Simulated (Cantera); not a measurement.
## Catalytic combustion on Pt

An isothermal plug-flow reactor at 1300 K and 1.28 atm (inlet), inlet velocity 0.13 m/s, active area per volume 920 1/m; feed 0.295 % CH₄, 2.70 % O₂, 97.0 % N₂.

Model: Deutschmann's 1995 Pt surface mechanism with GRI-Mech 3.0 gas chemistry, integrated in Cantera. Catalytic surfaces can have several steady states; this one follows from the mechanism file's or the stated starting coverage. Mass transfer to the wall is taken as infinitely fast.

```json
[
 {"z (m)": "0.00013", "x CH₄": "0.00108", "x O₂": "0.0234", "x H₂O": "0.00367", "x CO₂": "0.00182", "x CO": "2.87e-6", "θ free Pt": "0.614", "θ O*": "0.385"},
 {"z (m)": "0.00023", "x CH₄": "0.000488", "x O₂": "0.0222", "x H₂O": "0.00483", "x CO₂": "0.00240", "x CO": "1.34e-6", "θ free Pt": "0.617", "θ O*": "0.383"},
 {"z (m)": "0.0004", "x CH₄": "0.000124", "x O₂": "0.0215", "x H₂O": "0.00556", "x CO₂": "0.00276", "x CO": "3.86e-7", "θ free Pt": "0.618", "θ O*": "0.381"},
 {"z (m)": "0.00072", "x CH₄": "9.36e-6", "x O₂": "0.0212", "x H₂O": "0.00580", "x CO₂": "0.00288", "x CO": "6.21e-8", "θ free Pt": "0.619", "θ O*": "0.380"},
 {"z (m)": "0.0013", "x CH₄": "1.00e-7", "x O₂": "0.0212", "x H₂O": "0.00584", "x CO₂": "0.00290", "x CO": "1.63e-8", "θ free Pt": "0.619", "θ O*": "0.380"},
 {"z (m)": "0.0023", "x CH₄": "3.32e-9", "x O₂": "0.0212", "x H₂O": "0.00586", "x CO₂": "0.00291", "x CO": "8.91e-9", "θ free Pt": "0.619", "θ O*": "0.380"},
 {"z (m)": "0.004", "x CH₄": "2.82e-10", "x O₂": "0.0212", "x H₂O": "0.00587", "x CO₂": "0.00292", "x CO": "5.10e-9", "θ free Pt": "0.619", "θ O*": "0.380"},
 {"z (m)": "0.0072", "x CH₄": "6.55e-11", "x O₂": "0.0211", "x H₂O": "0.00588", "x CO₂": "0.00293", "x CO": "2.07e-9", "θ free Pt": "0.619", "θ O*": "0.380"},
 {"z (m)": "0.013", "x CH₄": "4.86e-11", "x O₂": "0.0211", "x H₂O": "0.00589", "x CO₂": "0.00293", "x CO": "7.53e-10", "θ free Pt": "0.619", "θ O*": "0.380"}
]
```
x: gas mole fraction; θ: surface coverage.
